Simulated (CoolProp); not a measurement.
n-undecane along the isotherm 460.9 K: Z from the reference equation and from simpler models built on Tc = 638.8 K, pc = 1990 kPa, ω = 0.539; each cubic takes its own stable root.

Computed with CoolProp (reference Helmholtz-energy equation of state, Aleksandrov 2011). It is a short technical equation, of lower accuracy than the large ones.

```tsv
p (kPa)	phase	reference	van der Waals	Redlich-Kwong	Soave-Redlich-Kwong	Peng-Robinson
111	liquid	0.007463	0.9632	0.9508	0.008779	0.007763
221	liquid	0.01485	0.9239	0.8972	0.01747	[?]
332	liquid	0.02230	0.8804	0.02856	0.02622	0.02319
442	liquid	0.02968	0.8322	[?]	0.03488	0.03085
553	liquid	[?]	0.06862	0.04743	0.04360	0.03857
663	liquid	0.04448	0.08203	0.05677	0.05224	0.04621
774	liquid	[?]	0.09549	[?]	[?]	0.05392
885	liquid	[?]	0.1089	0.07555	0.06962	0.06161
995	liquid	0.06667	0.1221	0.08482	0.07822	[?]
```

Question: Fill in the missing entries.

Answer: 
- 221, Peng-Robinson: 0.01544
- 442, Redlich-Kwong: 0.03797
- 553, reference: 0.03712
- 774, reference: 0.05190
- 774, Redlich-Kwong: 0.06618
- 774, Soave-Redlich-Kwong: 0.06094
- 885, reference: 0.05932
- 995, Peng-Robinson: 0.06923

At some of these states van der Waals, Redlich-Kwong gives the other phase, because its saturation line lies elsewhere.
